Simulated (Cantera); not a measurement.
Feed: 1 mol B₂O₃, 0.81 mol O₂, 0.63 mol H₂, held at 100 Torr.

Method: chemical equilibrium by Gibbs-energy minimisation in Cantera with the NASA 1993 tables (ideal gas, pure condensed phases). Candidate condensed phases: B, B₂O₃, B₃O₃H₃, H₂O; 23 gas species. Gases not in the tables: H₃BO₃. Equilibrium is a limit: real reactors are often held back by kinetics, nucleation or transport.

**Question.** At 1227 °C, list the 7 most abundant gas species with their mole fractions, and the condensed phases.

**Answer.** H₂O 0.521, O₂ 0.429, HBO₂ 0.0480, (HBO₂)₃ 0.000637, OH 0.000354, B₂O₃ 0.000163, BO₂ 4.01e-5. Condensed: B₂O₃(l).
